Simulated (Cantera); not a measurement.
Input: 1 mol Zr, 19 mol N2O, held at 1.10 Pa.

Method: chemical equilibrium by Gibbs-energy minimisation in Cantera with the NASA 1993 tables (ideal gas, pure condensed phases). Candidate condensed phases: Zr, ZrN, ZrO2; 13 gas species. Equilibrium is a limit: real reactors are often held back by kinetics, nucleation or transport.

x: gas mole fraction; n: condensed amount in mol.

| T (K) | x N2 | x O2 | x O | x NO | x ZrO2 | x NO2 | x N | n ZrO2(monoclinic) | n ZrO2(tetragonal) |
|---|---|---|---|---|---|---|---|---|---|
| 1225 | 0.691 | 0.309 | 7.05e-6 | 0.000268 | <1e-12 | 1.62e-8 | <1e-12 | 1.00 | 0 |
| 1275 | 0.691 | 0.309 | 1.87e-5 | 0.000381 | <1e-12 | 1.85e-8 | <1e-12 | 1.00 | 0 |
| 1325 | 0.691 | 0.309 | 4.62e-5 | 0.000527 | <1e-12 | 2.09e-8 | <1e-12 | 1.00 | 0 |
| 1375 | 0.691 | 0.309 | [?] | [?] | <1e-12 | [?] | <1e-12 | 1.00 | 0 |
| 1425 | 0.690 | 0.308 | 0.000232 | 0.000943 | <1e-12 | 2.59e-8 | 2.02e-12 | 1.00 | 0 |
| 1475 | 0.690 | 0.308 | 0.000480 | 0.00122 | <1e-12 | 2.86e-8 | 7.94e-12 | 1.00 | 0 |
| 1525 | 0.690 | 0.308 | 0.000947 | 0.00156 | 1.39e-12 | 3.13e-8 | 2.85e-11 | 0 | 1.00 |
| 1575 | 0.689 | 0.307 | 0.00179 | 0.00196 | 9.84e-12 | 3.40e-8 | 9.46e-11 | 0 | 1.00 |
| 1625 | 0.689 | 0.306 | [?] | [?] | [?] | 3.68e-8 | [?] | 0 | 1.00 |
| 1675 | 0.687 | 0.304 | 0.00568 | 0.00296 | 3.46e-10 | 3.94e-8 | 8.38e-10 | 0 | 1.00 |
| 1725 | 0.686 | 0.301 | 0.00960 | 0.00356 | 1.75e-9 | 4.20e-8 | 2.27e-9 | 0 | 1.00 |
| 1775 | 0.683 | 0.297 | 0.0157 | 0.00422 | 8.10e-9 | 4.42e-8 | 5.81e-9 | 0 | 1.00 |
| 1825 | 0.680 | 0.290 | 0.0250 | 0.00494 | 3.43e-8 | 4.61e-8 | 1.41e-8 | 0 | 1.000 |
| 1875 | 0.675 | 0.281 | 0.0385 | 0.00568 | 1.35e-7 | 4.73e-8 | 3.26e-8 | 0 | 1.000 |

### Question
Complete the blanks.

### Answer

- 1375, x O: 0.000107
- 1375, x NO: 0.000713
- 1375, x NO2: 2.34e-8
- 1625, x O: 0.00325
- 1625, x NO: 0.00243
- 1625, x ZrO2: 6.17e-11
- 1625, x N: 2.91e-10
